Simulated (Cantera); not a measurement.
Feed: 1 mol B2H6, 7 mol H2, at 975 K and 0.00110 bar.

These are equilibrium values from Cantera (NASA tables, ideal gas, pure condensed phases), not measurements of a reactor. Candidate condensed phases: B; 7 gas species. The feed counts by its element totals alone. Rates play no part.

**Question.** What is the equilibrium state?

**Answer.** 
```json
{
  "x(H2)": "1.00",
  "n(B(s))": "2.00 mol",
  "gas_amount": "10.00 mol"
}
```
